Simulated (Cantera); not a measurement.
What does this Cantera script print?

```python
import numpy as np
import cantera as ct

gas = ct.Solution("h2o2.yaml")
gas.TPX = 375, 490000, {'H2': 1, 'O2': 0.385, 'N2': 1.45}
flame = ct.FreeFlame(gas, width=0.013)
flame.set_refine_criteria(ratio=3, slope=0.08, curve=0.16)
flame.transport_model = "mixture-averaged"
flame.solve(loglevel=0, auto=True)
z, T = flame.grid, flame.T
thick = (T[-1] - T[0]) / np.gradient(T, z).max()
show = ['H2', 'O2', 'H2O', 'HO2', 'H', 'H2O2']
print(f"laminar burning velocity  {flame.velocity[0] * 100:.3f} cm/s")
print(f"burnt temperature         {T[-1]:.1f} K")
print(f"thermal thickness         {thick * 1e3:.4f} mm")
print(f"grid points               {len(z)}")
z0 = z[flame.heat_release_rate.argmax()]
print(f"{'z/mm':>9s}{'T/K':>9s}{'u/(m/s)':>9s}" + "".join(f"{s:>11s}" for s in show))
rows = []
for k in (-3, -2, -1.5, -1, -0.5, -0.25, 0, 0.25, 0.5, 1, 2, 4, 8):
    zz = z0 + k * thick
    rows.append([k * thick, np.interp(zz, z, T), np.interp(zz, z, flame.velocity),
                 *(np.interp(zz, z, flame.X[gas.species_index(s)]) for s in show)])
    print(f"{rows[-1][0] * 1e3:9.3f}{rows[-1][1]:9.1f}{rows[-1][2]:9.3f}" + "".join(f"{x:11.3e}" for x in rows[-1][3:]))
```

It prints:

```
laminar burning velocity  392.823 cm/s
burnt temperature         2417.4 K
thermal thickness         0.0484 mm
grid points               108
     z/mm      T/K  u/(m/s)         H2         O2        H2O        HO2          H       H2O2
   -0.145    375.0    3.928  3.527e-01  1.358e-01  3.414e-10  1.875e-11  7.104e-16  1.771e-12
   -0.097    375.0    3.928  3.527e-01  1.358e-01  2.286e-08  1.528e-09  3.491e-14  1.510e-10
   -0.073    375.1    3.928  3.525e-01  1.358e-01  2.584e-07  1.934e-08  4.750e-13  1.937e-09
   -0.048    376.0    3.932  3.514e-01  1.361e-01  8.119e-06  7.624e-07  9.158e-11  7.842e-08
   -0.024    425.2    4.352  3.351e-01  1.387e-01  1.669e-03  2.360e-04  2.217e-06  2.327e-05
   -0.012    746.6    7.334  2.896e-01  1.325e-01  2.882e-02  1.063e-03  1.732e-03  1.463e-04
    0.000   1234.4   11.760  2.167e-01  1.015e-01  1.030e-01  4.348e-04  1.457e-02  5.664e-05
    0.012   1582.1   14.893  1.470e-01  5.631e-02  1.885e-01  1.985e-04  3.146e-02  6.525e-06
    0.024   1779.0   16.656  1.073e-01  2.634e-02  2.420e-01  8.510e-05  3.951e-02  3.201e-06
    0.048   1961.1   18.225  8.735e-02  8.571e-03  2.753e-01  2.528e-05  3.711e-02  1.731e-06
    0.097   2113.2   19.467  8.555e-02  3.948e-03  2.885e-01  1.083e-05  2.689e-02  9.450e-07
    0.193   2235.9   20.431  8.594e-02  2.007e-03  2.982e-01  5.106e-06  1.741e-02  5.460e-07
    0.387   2320.9   21.077  8.607e-02  8.748e-04  3.057e-01  2.064e-06  1.065e-02  3.075e-07
```

Computed with Cantera and the H2/O2 subset of GRI-Mech 3.0, which has no nitrogen chemistry. The hydrogen kinetics of GRI-Mech 3.0 are dated; newer H2 mechanisms differ, most at raised pressure. Burning velocities carry a grid error of a few per cent, more on coarse grids.
